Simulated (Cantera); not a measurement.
Input (Python, Cantera) and output of one run.

```python
import numpy as np
import cantera as ct

gas_names = """
    CL CL2 Si SiCL SiCL2 SiCL3 SiCL4 Si2 Si3
""".split()
cond_names = """
    Si(cr) Si(L)
""".split()


def load(file, names, dense=False):
    # The tables refer to 1 bar. Condensed volumes are neglected.
    table = {s.name: s for s in ct.Species.list_from_file(file)}
    out = []
    for n in names:
        d = dict(table[n].input_data)
        d["thermo"] = dict(d["thermo"], **{"reference-pressure": 1e5})
        if dense:
            d["equation-of-state"] = {"model": "constant-volume", "density": "1e6 g/cm^3"}
        out.append(ct.Species.from_dict(d))
    return out


gas = ct.Solution(thermo="ideal-gas", species=load("nasa_gas.yaml", gas_names))
cond = {s.name: ct.Solution(thermo="fixed-stoichiometry", species=[s], name=s.name)
        for s in load("nasa_condensed.yaml", cond_names, dense=True)}
atoms = {
    'Si': {'Si': 1},
    'Cl2': {'CL': 2},
}
top_T = {}  # K; cautious upper limits of use, not melting points


def equilibrate(T, P, feed):
    n = {}
    for name, mol in feed.items():
        for a, k in atoms[name].items():
            n[a] = n.get(a, 0.0) + k * mol
    gas.TPX = T, P, n
    mass = sum(n.values()) * gas.mean_molecular_weight
    gas.equilibrate("TP")
    valid = [c for c in cond.values() if c.min_temp <= T <= top_T.get(c.name, c.max_temp)]
    mix = ct.Mixture([(gas, mass / gas.mean_molecular_weight)] + [(c, 0.0) for c in valid])
    mix.T, mix.P = T, P
    mix.equilibrate("TP", solver="vcs", rtol=1e-11, max_steps=5000)
    return mix


results = []
feed = {'Si': 1, 'Cl2': 1.1}  # mol
T = 648.15  # K
P = 15000  # Pa
mix = equilibrate(T, P, feed)
results.append((T, P, feed, dict(zip(mix.species_names, mix.species_moles))))
x = sorted(zip(gas.X, gas.species_names), reverse=True)
print(f"T = {T:g} K  P = {P:g} Pa  gas = {mix.phase_moles(0):.4g} mol")
print("   x: " + "  ".join(f"{s} {v:.3e}" for v, s in x if v > 1e-05))
print("   condensed (mol): " + ("  ".join(f"{mix.phase(i).name} {mix.phase_moles(i):.4g}"
      for i in range(1, mix.n_phases) if mix.phase_moles(i) > 1e-12) or "none"))
```

Result:

```
T = 648.15 K  P = 15000 Pa  gas = 0.55 mol
   x: SiCL4 1.000e+00
   condensed (mol): Si(cr) 0.45
```

Method: chemical equilibrium by Gibbs-energy minimisation in Cantera with the NASA 1993 tables (ideal gas, pure condensed phases).
